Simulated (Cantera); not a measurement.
Feed: 1 mol n-butane, 65 mol H2, 39 mol N2, held at 0.133 bar.

Equilibrium computed with Cantera from the NASA thermochemical tables; the gas is ideal and each condensed phase is pure. Candidate condensed phases: C, C6H6, C7H8, C8H18; 92 gas species. Equilibrium is a limit: real reactors are often held back by kinetics, nucleation or transport.

Problem. What share of the C ends up in condensed phases as a function of T (K), at 1525, 1575, 1625, 1675, 1725, 1775, 1825, 1875, 1925, 1975, 2025, 2075?

Solution. 
```
T (K)  C condensed (%)           as
-----  ---------------  -----------
1525              97.9  C(graphite)
1575              97.3  C(graphite)
1625              96.5  C(graphite)
1675              95.3  C(graphite)
1725              93.9  C(graphite)
1775              92.1  C(graphite)
1825              89.8  C(graphite)
1875              87.0  C(graphite)
1925              83.6  C(graphite)
1975              79.4  C(graphite)
2025              74.5  C(graphite)
2075              68.8  C(graphite)
```
